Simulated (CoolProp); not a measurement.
A single-stage vapour-compression cycle with the fluid: evaporating at 260.15 K (dew point), condensing at 291.15 K (bubble point), superheat 8 K, subcooling 0 K, compressor efficiency 0.7, no pressure losses. The same conditions are run with several fluids, on thermodynamics alone (safety and materials aside).

Values from CoolProp's reference Helmholtz-energy equation of state of each fluid (R1336mzz(Z): McLinden 2020; R404A: Lemmon 2003; R13: Platzer 1990; R245fa: Akasaka 2015; R1224YDZ: Akasaka 2023; R236EA: Rui 2013). The equations of Platzer and Polt are older, rougher fits. Blends and air are pseudo-pure fits.

```
fluid        cooling COP  pressure ratio  discharge temperature (K)  refrigerating effect (kJ/kg)  volumetric capacity (kJ/m³)
-----------  -----------  --------------  -------------------------  ----------------------------  ---------------------------
R1336mzz(Z)         5.24            4.37                      305.7                           155                          146
R404A               4.78            2.68                      311.4                           141                         2650
R13                 3.76            2.18                      313.4                          70.0                         5850
R245fa              5.26            4.01                      310.3                           178                          310
R1224YDZ            5.25            3.80                      309.9                           154                          314
R236EA              5.16            3.71                      304.0                           143                          431
```
